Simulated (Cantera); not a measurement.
Gas mixture: CO2 : NH3 : CH4 : N2 = 0.55 : 0.84 : 0.2 : 0.3 (molar parts), at 0.00207 atm, frozen composition.

Cantera's kinetic-theory transport with the Lennard-Jones parameters of GRI-Mech 3.0, ideal gas; thermal conductivity in the mixture-averaged form. Polar gases are described roughly by these parameters. The composition is frozen, though it would react at the higher temperatures.

One state of this run: ρ (kg/m³) = 0.000406; cp (J/kg/K) = 2385; μ (µPa s) = 54.3; λ (mW/m/K) = 183; Pr = 0.708; D (cm²/s) CO2 = 1690; D (cm²/s) O = 2850; D (cm²/s) H2 = 6520. D: mixture-averaged diffusion coefficient of that species in the mixture.

Question: Which value of T (K) does it belong to?
A) 1900
B) 1650
C) 650
D) 1150

Answer: B, 1650
